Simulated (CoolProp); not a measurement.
Dry air at 336.26 K and 10.6 MPa flows at 0.78 m/s in a round tube of 6 mm bore and 15 µm roughness, fully developed (64/Re and Nu = 3.66 if laminar; Colebrook and Gnielinski if turbulent). Each further row changes one setting.

Computed with CoolProp (reference Helmholtz-energy equation of state, Lemmon 2000). It is a pseudo-pure fit of the blend.

```
case               Reynolds number  Darcy friction factor  pressure drop (Pa/m)  heat-transfer coefficient (W/(m² K))  mass flow (kg/h)
-----------------  ---------------  ---------------------  --------------------  ------------------------------------  ----------------
as stated                    22900                 0.0301                     ?                                   396                 ?
velocity 1.56 m/s            45700                      ?                   611                                   746              17.2
diameter 12 mm               45700                 0.0250                  68.5                                   332                 ?
```

Fill in the missing entries.


- as stated, pressure drop (Pa/m): 165
- as stated, mass flow (kg/h): 8.60
- velocity 1.56 m/s, Darcy friction factor: 0.0278
- diameter 12 mm, mass flow (kg/h): 34.4

Viscosity comes from a separate model (Lemmon 2004). Thermal conductivity comes from a separate model (Lemmon 2004).
